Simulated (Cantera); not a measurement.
Charge: 1 mol Si3N4, 15 mol F2, held at 1248 K and 1.00 bar.

Equilibrium computed with Cantera from the NASA thermochemical tables; the gas is ideal and each condensed phase is pure. Equilibrium is a limit: real reactors are often held back by kinetics, nucleation or transport.

| species | before | after |
|---|---|---|
| SiF4 | 0.172 | 0.599 |
| N2 | 0.114 | 0.400 |
| SiF3 | <1e-9 | 0.000670 |
| F | 0.398 | <1e-9 |
| F2 | 0.315 | <1e-9 |
| NF3 | 0.00114 | <1e-9 |
| Si3N4(s), mol | 0 | 0.750 |
Gas species are given as mole fractions.

Q: What was changed between the two runs?
A. pressure from 1.00 bar to 13.3 mbar
B. pressure from 1.00 bar to 44.0 mbar
C. F2 from 15 to 1.5 mol
D. temperature from 1248 K to 1950 K

A: C, F2 from 15 to 1.5 mol. The tables' values for SiF3 are old estimates; treat these amounts as uncertain
